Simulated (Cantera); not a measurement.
Input (Python, Cantera) and output of one run.

```python
import numpy as np
import cantera as ct

gas_names = """
    CL CL2 H HCL H2 Si SiCL SiCL2 SiCL3 SiCL4 SiH SiHCL3 SiH2 SiH2CL2 SiH3 SiH3CL SiH4 Si2 Si3
""".split()
cond_names = """
    Si(cr) Si(L)
""".split()


# ... load() reads the species with a 1 bar reference pressure and builds the phases ...
atoms = {
    'Si3H8': {'Si': 3, 'H': 8},
    'Cl2': {'CL': 2},
    'H2': {'H': 2},
}
top_T = {}  # K; cautious upper limits of use, not melting points


# ... equilibrate(T, P, feed) seeds the gas with the atoms and calls Mixture.equilibrate('TP', solver="vcs", rtol=1e-11, max_steps=5000) ...
results = []
T = 1073  # K
P = 36000  # Pa
for m in [0.018, 0.034, 0.062, 0.11, 0.21, 0.38, 0.69]:
    feed = {'Si3H8': 1, 'Cl2': m, 'H2': 13}  # mol
    mix = equilibrate(T, P, feed)
    results.append((T, P, feed, dict(zip(mix.species_names, mix.species_moles))))
    x = sorted(zip(gas.X, gas.species_names), reverse=True)
    print(f"T = {T:g} K  P = {P:g} Pa  n(Cl2) = {m:g} mol  gas = {mix.phase_moles(0):.4g} mol")
    print("   x: " + "  ".join(f"{s} {v:.3e}" for v, s in x if v > 1e-05))
    print("   condensed (mol): " + ("  ".join(f"{mix.phase(i).name} {mix.phase_moles(i):.4g}"
          for i in range(1, mix.n_phases) if mix.phase_moles(i) > 1e-12) or "none"))
```

Output:

```
T = 1073 K  P = 36000 Pa  n(Cl2) = 0.018 mol  gas = 17.02 mol
   x: H2 9.979e-01  HCL 2.009e-03  SiHCL3 1.672e-05  SiH2CL2 1.188e-05
   condensed (mol): Si(cr) 2.999
T = 1073 K  P = 36000 Pa  n(Cl2) = 0.034 mol  gas = 17.03 mol
   x: H2 9.963e-01  HCL 3.488e-03  SiHCL3 8.764e-05  SiH2CL2 3.580e-05  SiCL4 2.504e-05  SiCL2 2.377e-05
   condensed (mol): Si(cr) 2.997
T = 1073 K  P = 36000 Pa  n(Cl2) = 0.062 mol  gas = 17.05 mol
   x: H2 9.940e-01  HCL 5.379e-03  SiHCL3 3.222e-04  SiCL4 1.423e-04  SiH2CL2 8.513e-05  SiCL2 5.666e-05  SiCL3 2.245e-05
   condensed (mol): Si(cr) 2.989
T = 1073 K  P = 36000 Pa  n(Cl2) = 0.11 mol  gas = 17.08 mol
   x: H2 9.908e-01  HCL 7.454e-03  SiHCL3 8.598e-04  SiCL4 5.279e-04  SiH2CL2 1.635e-04  SiCL2 1.091e-04  SiCL3 6.001e-05
   condensed (mol): Si(cr) 2.97
T = 1073 K  P = 36000 Pa  n(Cl2) = 0.21 mol  gas = 17.14 mol
   x: H2 9.856e-01  HCL 9.983e-03  SiHCL3 2.077e-03  SiCL4 1.717e-03  SiH2CL2 2.932e-04  SiCL2 1.968e-04  SiCL3 1.453e-04  SiH3CL 1.087e-05
   condensed (mol): Si(cr) 2.924
T = 1073 K  P = 36000 Pa  n(Cl2) = 0.38 mol  gas = 17.23 mol
   x: H2 9.781e-01  HCL 1.247e-02  SiCL4 4.248e-03  SiHCL3 4.082e-03  SiH2CL2 4.577e-04  SiCL2 3.096e-04  SiCL3 2.867e-04  SiH3CL 1.348e-05
   condensed (mol): Si(cr) 2.838
T = 1073 K  P = 36000 Pa  n(Cl2) = 0.69 mol  gas = 17.38 mol
   x: H2 9.662e-01  HCL 1.517e-02  SiCL4 9.519e-03  SiHCL3 7.430e-03  SiH2CL2 6.768e-04  SiCL3 5.251e-04  SiCL2 4.634e-04  SiH3CL 1.619e-05
   condensed (mol): Si(cr) 2.676
```

Cantera equilibrium calculation (NASA polynomials, part measured and part estimated; ideal gas, pure solids and liquids). The feed counts by its element totals alone. The tables' values for SiCl3 are old estimates; treat these amounts as uncertain.
